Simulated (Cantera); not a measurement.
An adiabatic, constant-volume homogeneous reactor starts with CH₄ : O₂ : N₂ = 1 : 0.8 : 3.01 (molar parts), at 1200 K and 5.53 atm. Integrator tolerance rtol = 1e-08.

Model: GRI-Mech 3.0 (53 species, 325 reactions), integrated in Cantera.

Problem. What does this change do: constant pressure in place of constant volume?

Solution. 
```csv
quantity,before,after
time of steepest temperature rise,13.9 ms,15.0 ms
temperature at 1.00 s,2294 K,2006 K
equilibrium temperature,2294 K,2006 K
x(CH₄) at 1.00 s,3.59e-8 (gas-phase equilibrium 4.04e-8),3.34e-8 (gas-phase equilibrium 3.79e-8)
x(O₂) at 1.00 s,4.14e-8 (gas-phase equilibrium 4.14e-8),2.13e-9 (gas-phase equilibrium 2.13e-9)
x(HCO) at 1.00 s,5.25e-7 (gas-phase equilibrium 5.25e-7),1.08e-7 (gas-phase equilibrium 1.08e-7)
x(CO₂) at 1.00 s,0.0103 (gas-phase equilibrium 0.0103),0.0120 (gas-phase equilibrium 0.0120)
x(HO₂) at 1.00 s,1.35e-10 (gas-phase equilibrium 1.35e-10),4.24e-12 (gas-phase equilibrium 4.24e-12)
x(H) at 1.00 s,0.00127 (gas-phase equilibrium 0.00127),0.000358 (gas-phase equilibrium 0.000358)
x(NO) at 1.00 s,5.50e-6 (gas-phase equilibrium 5.50e-6),1.58e-6 (gas-phase equilibrium 6.29e-7)
```

Problem. What does this change do: pressure from 5.53 atm to 26.6 atm?

Solution. 
```
quantity                                                              before                                      after
---------------------------------  -----------------------------------------  -----------------------------------------
time of steepest temperature rise                                    13.9 ms                                    2.32 ms
temperature at 1.00 s                                                 2294 K                                     2299 K
equilibrium temperature                                               2294 K                                     2299 K
x(CH₄) at 1.00 s                     3.59e-8 (gas-phase equilibrium 4.04e-8)    8.45e-7 (gas-phase equilibrium 9.21e-7)
x(O₂) at 1.00 s                      4.14e-8 (gas-phase equilibrium 4.14e-8)    9.12e-9 (gas-phase equilibrium 9.12e-9)
x(HCO) at 1.00 s                     5.25e-7 (gas-phase equilibrium 5.25e-7)    1.18e-6 (gas-phase equilibrium 1.18e-6)
x(CO₂) at 1.00 s                       0.0103 (gas-phase equilibrium 0.0103)      0.0103 (gas-phase equilibrium 0.0103)
x(HO₂) at 1.00 s                   1.35e-10 (gas-phase equilibrium 1.35e-10)  6.55e-11 (gas-phase equilibrium 6.55e-11)
x(H) at 1.00 s                       0.00127 (gas-phase equilibrium 0.00127)  0.000596 (gas-phase equilibrium 0.000596)
x(NO) at 1.00 s                      5.50e-6 (gas-phase equilibrium 5.50e-6)    2.61e-6 (gas-phase equilibrium 2.61e-6)
```
The pressure lies above the range GRI-Mech 3.0 was tuned for (to about 10 atm).
